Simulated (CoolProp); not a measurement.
Computed with CoolProp (reference Helmholtz-energy equation of state, Span 1996).

Task: For carbon dioxide, give the phase and the cp (kJ/(kg K)), isothermal compressibility (1/MPa), expansivity (1/kK) at 50.65 °C and 33.5 bar.

Result: 
- 50.65 °C and 33.5 bar: gas; cp 1.11, isothermal compressibility 0.351, expansivity 5.02
